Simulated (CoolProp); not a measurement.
Vapour pressure (kPa) of toluene: the reference equation beside estimates from Tc = 318.6 °C, pc = 4126 kPa, ω = 0.266. Clausius-Clapeyron is anchored at 219.55 °C with a constant enthalpy of vaporisation of 24.94 kJ/mol.

Computed with CoolProp (reference Helmholtz-energy equation of state, Lemmon 2006). It is a short technical equation, of lower accuracy than the large ones.

```csv
T (°C),reference,Lee-Kesler,Clausius-Clapeyron,Redlich-Kwong,Soave-Redlich-Kwong,Peng-Robinson
174.85,467.2,471.0,569.9,676.3,471.5,466.7
186.05,580.9,586.4,671.0,813.9,587.8,581.0
197.25,714.2,721.4,783.9,969.8,724.5,715.4
208.45,869.1,878.2,909.3,1145,883.6,872.1
219.55,1046,1057,1046,1339,1066,1051
230.75,1251,1263,1198,1557,1276,1259
241.95,1485,1498,1363,1797,1516,1496
253.15,1749,1764,1543,2061,1787,1765
264.35,2049,2064,1738,2350,2091,2069
```

Absolute difference from the reference over all 9 rows, mean and median: Lee-Kesler 0.9 and 0.9 %, Clausius-Clapeyron 10.1 and 9.8 %, Redlich-Kwong 28.7 and 28.0 %, Soave-Redlich-Kwong 1.7 and 1.9 %, Peng-Robinson 0.5 and 0.5 %.
